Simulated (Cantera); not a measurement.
**Adiabatic ignition**

An adiabatic, constant-pressure homogeneous reactor starts with CH4 : O2 : N2 = 1 : 6.25 : 68.8 (molar parts), equivalence ratio 0.32, at 1050 K and 3.20 bar.

Computed with Cantera and GRI-Mech 3.0 (53 species, 325 reactions).

| t (s) | T (K) | x CH4 | x O2 | x HCN | x NO2 | x H2O2 |
|---|---|---|---|---|---|---|
| 3.00e-6 | 1050 | 0.0131 | 0.0822 | <1e-12 | <1e-12 | <1e-12 |
| 1.07e-5 | 1050 | 0.0131 | 0.0822 | <1e-12 | <1e-12 | <1e-12 |
| 3.82e-5 | 1050 | 0.0131 | 0.0822 | <1e-12 | <1e-12 | <1e-12 |
| 0.000136 | 1050 | 0.0131 | 0.0822 | <1e-12 | <1e-12 | 3.05e-12 |
| 0.000486 | 1050 | 0.0131 | 0.0822 | <1e-12 | <1e-12 | 3.50e-11 |
| 0.00173 | 1050 | 0.0131 | 0.0822 | <1e-12 | <1e-12 | 3.23e-10 |
| 0.00618 | 1050 | 0.0131 | 0.0822 | <1e-12 | <1e-12 | 1.87e-9 |
| 0.0220 | 1050 | 0.0131 | 0.0822 | <1e-12 | <1e-12 | 6.32e-9 |
| 0.0786 | 1050 | 0.0131 | 0.0822 | <1e-12 | <1e-12 | 2.75e-8 |
| 0.280 | 1357 | <1e-12 | 0.0559 | <1e-12 | 6.43e-10 | 1.29e-9 |
| 1.00 | 1357 | <1e-12 | 0.0559 | <1e-12 | 6.53e-10 | 9.24e-10 |
x: mole fraction; the columns are a selection and need not sum to one.

```yaml
time_of_steepest_temperature_rise: 0.217 s
temperature at 1.00 s: 1357 K
equilibrium_temperature: 1356 K
x(CH4) at 1.00 s: <1e-12 (gas-phase equilibrium <1e-12)
x(O2) at 1.00 s: 0.0559 (gas-phase equilibrium 0.0557)
x(HCN) at 1.00 s: <1e-12 (gas-phase equilibrium <1e-12)
```
